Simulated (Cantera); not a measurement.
An isothermal plug-flow reactor at 1175 K and 50000 Pa (inlet), inlet velocity 0.31 m/s, active area per volume 210 1/m; feed CH4 : O2 : N2 = 0.0034 : 0.19 : 0.79 (molar parts), equivalence ratio 0.036.

Cantera simulation using Deutschmann's 1995 Pt surface mechanism with GRI-Mech 3.0 gas chemistry; the numbers are that mechanism's predictions, not measurements. Catalytic surfaces can have several steady states; this one follows from the mechanism file's or the stated starting coverage. Mass transfer to the wall is taken as infinitely fast.

Q: What does this change do: inlet velocity 0.31 to 0.081 m/s?

A: 
| quantity | before | after |
|---|---|---|
| x(CH4) at z = 0.005 m | 0.000910 | 1.74e-5 |
| x(O2) at z = 0.005 m | 0.188 | 0.186 |
| x(H2O) at z = 0.005 m | 0.00498 | 0.00683 |
| x(CO2) at z = 0.005 m | 0.00245 | 0.00340 |
| x(CO) at z = 0.005 m | 1.50e-6 | 1.06e-7 |
| θ(free Pt) at the exit | 0.396 | 0.396 |
| θ(O*) at the exit | 0.604 | 0.603 |

Q: What does this change do: area per volume 210 to 83 1/m?

A: 
```tsv
quantity	before	after
x(CH4) at z = 0.005 m	0.000910	0.00200
x(O2) at z = 0.005 m	0.188	0.190
x(H2O) at z = 0.005 m	0.00498	0.00278
x(CO2) at z = 0.005 m	0.00245	0.00135
x(CO) at z = 0.005 m	1.50e-6	3.40e-6
θ(free Pt) at the exit	0.396	0.395
θ(O*) at the exit	0.604	0.604
```

Q: What does this change do: pressure from 50000 Pa to 32000 Pa?

A: 
```
quantity                  before     after
----------------------  --------  --------
x(CH4) at z = 0.005 m   0.000910  0.000727
x(O2) at z = 0.005 m       0.188     0.188
x(H2O) at z = 0.005 m    0.00498   0.00537
x(CO2) at z = 0.005 m    0.00245   0.00265
x(CO) at z = 0.005 m     1.50e-6   1.15e-6
θ(free Pt) at the exit     0.396     0.427
θ(O*) at the exit          0.604     0.573
```
